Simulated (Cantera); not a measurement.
A freely propagating, adiabatic, planar premixed flame of 9.37 % CH4, 1.12 % C2H6, 22.9 % O2, 61.9 % N2, 4.78 % CO2, equivalence ratio 0.99, unburnt at 723 K and 0.180 bar; mixture-averaged transport, grid criteria slope 0.08 and curve 0.16, no radiation.

Computed with Cantera and GRI-Mech 3.0 (53 species, 325 reactions). Burning velocities carry a grid error of a few per cent, more on coarse grids.

x: mole fraction of selected species; z is measured from the peak of heat release.

```tsv
z (mm)	T (K)	u (m/s)	x CH4	x C2H6	x O2	x HCN	x NO2	x CH3
-3.59	723	2.77	0.0936	0.0112	0.228	<1e-8	<1e-8	4.53e-7
-2.40	724	2.78	0.0933	0.0112	0.228	<1e-8	<1e-8	4.26e-6
-1.80	729	2.81	0.0926	0.0112	0.227	<1e-8	<1e-8	1.73e-5
-1.20	768	2.98	0.0893	0.0109	0.222	2.79e-8	<1e-8	0.000113
-0.599	?	4.31	?	?	?	?	<1e-8	?
-0.300	?	5.96	?	?	?	?	<1e-8	?
0	1853	7.61	0.0118	0.000235	0.0959	3.65e-6	<1e-8	0.00434
0.300	2030	8.38	0.00159	2.00e-6	0.0616	3.90e-6	<1e-8	0.000900
0.599	2070	8.55	0.000118	<1e-8	0.0466	2.07e-6	<1e-8	7.32e-5
1.20	2089	8.60	4.56e-7	<1e-8	0.0386	3.32e-7	<1e-8	2.89e-7
2.40	2109	8.65	<1e-8	<1e-8	0.0360	1.11e-8	<1e-8	<1e-8
4.79	2137	8.75	<1e-8	<1e-8	0.0349	<1e-8	<1e-8	<1e-8
9.58	2182	8.90	<1e-8	<1e-8	0.0335	<1e-8	<1e-8	<1e-8
```

**Question.** What belongs in the gaps?

**Answer.** 
- -0.599, T (K): 1088
- -0.599, x CH4: 0.0674
- -0.599, x C2H6: 0.00848
- -0.599, x O2: 0.192
- -0.599, x HCN: 4.90e-7
- -0.599, x CH3: 0.00190
- -0.300, T (K): 1475
- -0.300, x CH4: 0.0391
- -0.300, x C2H6: 0.00335
- -0.300, x O2: 0.148
- -0.300, x HCN: 1.59e-6
- -0.300, x CH3: 0.00545
